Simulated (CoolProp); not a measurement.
The numbers come from the reference Helmholtz-energy equation of state, Lemmon 2016 in CoolProp.

Problem. For R365MFC, give the phase and the Z, cp (kJ/(kg K)), cv (kJ/(kg K)), speed of sound (m/s) at 121.55 °C and 6.62 MPa.

Solution. 
- 121.55 °C and 6.62 MPa: liquid; Z 0.283, cp 1.57, cv 1.19, speed of sound 450
